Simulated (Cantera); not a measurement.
What does this Cantera script print?

```python
import numpy as np
import cantera as ct

gas = ct.Solution("gri30.yaml")
gas.TP = 300, 110000
flame = ct.CounterflowDiffusionFlame(gas, width=0.02)
flame.fuel_inlet.X, flame.fuel_inlet.T = {'CH4': 1}, 323
flame.oxidizer_inlet.X, flame.oxidizer_inlet.T = {'O2': 0.25, 'N2': 0.75}, 348
flame.set_refine_criteria(ratio=3, slope=0.12, curve=0.24, prune=0.03)
show = ['OH', 'H', 'NO', 'CO', 'C2H2']

rows = []
print(f"{'mdot':>8s}{'a_max':>10s}{'a_mean':>10s}{'Tmax/K':>9s}" + "".join(f"{s:>11s}" for s in show) + "   (peak mole fractions)")
for i, mdot in enumerate([0.28, 0.38, 0.52, 0.71, 0.98, 1.3, 1.8, 2.5, 3.5]):  # kg/m2/s on the oxidiser side
    flame.oxidizer_inlet.mdot, flame.fuel_inlet.mdot = mdot, 0.79 * mdot
    flame.solve(loglevel=0, auto=(i == 0))
    if flame.T.max() < max(323, 348) + 100:
        print(f"{mdot:8.3g}  no burning solution found from the previous one")
        break
    dT = np.abs(np.gradient(flame.T, flame.grid))
    rows.append([flame.strain_rate("max"), flame.strain_rate("mean"), flame.T.max(),
                 *(flame.X[gas.species_index(s)].max() for s in show), max(dT[0], dT[-1]) / dT.max()])
    print(f"{mdot:8.3g}{rows[-1][0]:10.1f}{rows[-1][1]:10.1f}{rows[-1][2]:9.1f}" + "".join(f"{x:11.3e}" for x in rows[-1][3:-1]))
```

Output:

```
    mdot     a_max    a_mean   Tmax/K         OH          H         NO         CO       C2H2   (peak mole fractions)
    0.28     180.7      29.5   2230.0  1.070e-02  4.732e-03  3.763e-04  7.053e-02  1.704e-02
    0.38     240.5      40.1   2214.5  1.068e-02  4.930e-03  3.502e-04  6.917e-02  1.622e-02
    0.52     320.4      54.8   2200.7  1.066e-02  5.135e-03  3.248e-04  6.797e-02  1.542e-02
    0.71     423.4      74.9   2188.0  1.062e-02  5.338e-03  2.993e-04  6.692e-02  1.470e-02
    0.98     568.6     103.3   2176.2  1.060e-02  5.568e-03  2.722e-04  6.614e-02  1.396e-02
     1.3     736.8     137.1   2162.9  1.047e-02  5.728e-03  2.447e-04  6.542e-02  1.323e-02
     1.8     990.0     189.8   2145.7  1.025e-02  5.876e-03  2.105e-04  6.475e-02  1.232e-02
     2.5    1320.4     263.6   2124.3  9.888e-03  5.949e-03  1.728e-04  6.414e-02  1.126e-02
     3.5    1769.3     369.1   2099.8  9.414e-03  5.954e-03  1.341e-04  6.386e-02  1.007e-02
```

Computed with Cantera and GRI-Mech 3.0 (53 species, 325 reactions). GRI-Mech 3.0 has no aromatics or soot, which form on the fuel side of real flames. The maximum strain rate includes the flame's own expansion and is several times the mean.
